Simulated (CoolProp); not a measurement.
Properties of cyclopentane at several states (Tc = 511.7 K, pc = 4.583 MPa, ω = 0.202).

Values from CoolProp's reference Helmholtz-energy equation of state, Gedanitz 2015.

```json
[
 {"T (K)": "515.8", "p (MPa)": "0.247", "phase": "gas", "density (kg/m³)": "4.117", "Joule-Thomson coefficient (K/MPa)": "?", "isothermal compressibility (1/MPa)": "4.127", "expansivity (1/kK)": "2.062"},
 {"T (K)": "484.4", "p (MPa)": "0.061", "phase": "gas", "density (kg/m³)": "1.068", "Joule-Thomson coefficient (K/MPa)": "?", "isothermal compressibility (1/MPa)": "16.49", "expansivity (1/kK)": "2.102"},
 {"T (K)": "203.3", "p (MPa)": "0.0205", "phase": "liquid", "density (kg/m³)": "828.4", "Joule-Thomson coefficient (K/MPa)": "-0.6443", "isothermal compressibility (1/MPa)": "0.0005979", "expansivity (1/kK)": "?"}
]
```

Question: Some entries are withheld; supply them.

Answer: 
- 515.8, Joule-Thomson coefficient (K/MPa): 6.927
- 484.4, Joule-Thomson coefficient (K/MPa): 8.216
- 203.3, expansivity (1/kK): 1.073
